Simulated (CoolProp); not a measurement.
Vapour-liquid equilibrium of R143a (1) + n-butane (2) at 8.95 °C; x and y are mole fractions of (1).

Model: multi-fluid Helmholtz-energy mixture model, Lemmon and Jacobsen 2000 and Bücker 2006; pair parameters Bell 2016, in CoolProp.

### Question
Give the bubble pressure and the first vapour's composition at x = 0.05, 0.2, 0.95. Is there an azeotrope?

### Answer
x = 0.05: 2.587 bar, y = 0.450; x = 0.2: 4.715 bar, y = 0.713; x = 0.95: 7.954 bar, y = 0.967. No azeotrope shows between x = 0.05 and 0.95.

Pair parameters are fitted to limited data, so mixtures are less certain than the pure fluids. With so large a gap from Raoult's law the liquid may split in two, which this calculation doesn't test in full.
